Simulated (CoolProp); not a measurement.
Properties of oxygen along the isotherm 144.5 K.

Values from CoolProp's reference Helmholtz-energy equation of state, Schmidt 1985.

```
p (MPa)   phase  density (kg/m³)  cv (kJ/(kg K))  speed of sound (m/s)  expansivity (1/kK)  viscosity (µPa s)  Prandtl number
-------  ------  ---------------  --------------  --------------------  ------------------  -----------------  --------------
0.16        gas            4.318          0.6544                 227.7               7.190               11.0           0.765
0.303       gas            8.276          0.6585                 226.3               7.449               11.0           0.774
0.574       gas            16.06          0.6668                 223.5               7.993               11.1           0.791
1.09        gas            32.06          0.6844                 217.9               9.278               11.2           0.831
2.06        gas            68.20          0.7290                 205.8               13.34               11.6           0.960
3.91     liquid            775.7          0.8372                 385.4               18.74               54.7            2.21
7.41     liquid            832.7          0.8164                 479.5               10.87               63.8            1.76
14       liquid            891.2          0.8159                 579.2               7.158               75.6            1.55
26.6     liquid            957.5          0.8318                 694.9               4.910               92.9            1.44
50.5     liquid             1034          0.8619                 835.0               3.434                120            1.42
```

Viscosity comes from a separate model (Lemmon 2004). Thermal conductivity comes from a separate model (Lemmon 2004).
